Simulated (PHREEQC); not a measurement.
Make-up at 10 °C: 0.057 mol/kgw KH2PO4, 0.0015 mol/kgw Na2HPO4 and 4.7e-05 mol/kgw NaCl. Closed to the air; pH follows from the charge balance.

All values are PHREEQC results (ion-association model, phreeqc.dat), not measurements.

This is a speciation only: nothing precipitates in the calculation.

Estimate the pH, specific conductance, ionic strength.

pH 5.39; specific conductance 3700 µS/cm; ionic strength 0.0614 mol/kgw.

In which forms is P present?

H2PO4- 97 %, HPO4-2 2.5 % of the P.

Constants without temperature data keep their 25 °C values here.
